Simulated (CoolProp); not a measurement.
Vapour-liquid equilibrium of cyclohexane (1) + n-heptane (2) at 353.5 K; x and y are mole fractions of (1).

Values from CoolProp's multi-fluid Helmholtz-energy mixture model, Zhou 2014 and Span 2003; pair parameters Bell 2016.

Q: Give the bubble pressure and the first vapour's composition at x = 0.35, 0.65, 0.8. Is there an azeotrope?

A: x = 0.35: 0.07343 MPa, y = 0.482; x = 0.65: 0.08619 MPa, y = 0.757; x = 0.8: 0.09229 MPa, y = 0.868. No azeotrope shows between x = 0.05 and 0.95.

Pair parameters are fitted to limited data, so mixtures are less certain than the pure fluids.
